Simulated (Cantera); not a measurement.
Feed: 1 mol Si, 1.5 mol Cl2, 13 mol H2, at 327 °C and 11.0 bar.

Equilibrium computed with Cantera from the NASA thermochemical tables; the gas is ideal and each condensed phase is pure. Candidate condensed phases: Si; 19 gas species. Kinetics and transport are ignored.

Base state: H2 0.933, SiHCl3 0.0406, SiCl4 0.0229, SiH2Cl2 0.00360, SiH3Cl 6.25e-5, HCl 1.45e-5 (mole fractions); condensed: Si(s).

Question: What changes in the equilibrium state with this change: Cl2 from 1.5 to 0.88 mol?

Answer: 
```json
[
 {"species": "H2", "before": "0.933", "after": "0.959"},
 {"species": "SiHCl3", "before": "0.0406", "after": "0.0258"},
 {"species": "SiCl4", "before": "0.0229", "after": "0.0123"},
 {"species": "SiH2Cl2", "before": "0.00360", "after": "0.00271"},
 {"species": "HCl", "before": "1.45e-5", "after": "1.26e-5"},
 {"species": "SiH3Cl", "before": "6.25e-5", "after": "5.57e-5"},
 {"species": "Si(s), mol", "before": "0.0870", "after": "0.455"}
]
```

Question: What changes in the equilibrium state with this change: Si replaced by SiCl4?

Answer: 
```tsv
species	before	after
H2	0.933	0.742
HCl	1.45e-5	0.194
SiCl4	0.0229	0.0645
SiHCl3	0.0406	6.80e-6
SiH2Cl2	0.00360	<1e-9
SiH3Cl	6.25e-5	<1e-9
Si(s), mol	0.0870	0
```
